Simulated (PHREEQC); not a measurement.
A solution holds 0.017 mol NaH2PO4, 0.01 mol KOH and 0.26 mol KCl per kg of water, at 25 °C. Closed to the air; pH follows from the charge balance.

The numbers come from PHREEQC with the ion-association model, phreeqc.dat.

```csv
quantity,before,after
pH,6.86,6.61
HPO4-2 (mol/kgw),0.00879,0.00733
H2PO4- (mol/kgw),0.00700,0.00700
KHPO4- (mol/kgw),0.00113,0.00262
NaHPO4- (mol/kgw),7.62e-5,4.39e-5
```

What was changed between the two runs?
A) KCl left out
B) diluted 10-fold with water
C) diluted 2-fold with water
D) KCl from 0.26 to 1.3 mol/kgw
E) NaH2PO4 from 0.017 to 0.085 mol/kgw

D, KCl from 0.26 to 1.3 mol/kgw

No solid was allowed to form. The ionic strength passes 0.7 mol/kgw, the rough limit of the ion-association models, in after.
